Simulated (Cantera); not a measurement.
**Carbon deposition, reforming and gasification: n-butane + H2 + N2**

Input: 1 mol n-butane, 4 mol H2, 0.19 mol N2.

Equilibrium computed with Cantera from the NASA thermochemical tables; the gas is ideal and each condensed phase is pure. Candidate condensed phases: C, C6H6, C7H8, C8H18; 92 gas species. The ideal-gas law is rough above about 30 bar. The numbers say what is thermodynamically allowed, not how fast it happens.

Stable condensed phases:

```
T in °C \ P in Pa
               10       72      520     3700    27000   190000  1400000 10000000
   2277         A        A        A        A        A        A        A        A
   2077         A        A        A        A        A        A        A        A
   1877         A        A        A        A        A        A        A        A
   1677         A        A        A        A        A        A        A        A
   1477         A        A        A        A        A        A        A        A
   1277         A        A        A        A        A        A        A        A
   1077         A        A        A        A        A        A        A        A
    877         A        A        A        A        A        A        A        A
    677         A        A        A        A        A        A        A        A
    477         A        A        A        A        A        A        B        B
    277         A        A        A        A        B        B        B        B
```

A: C; B: gas only.
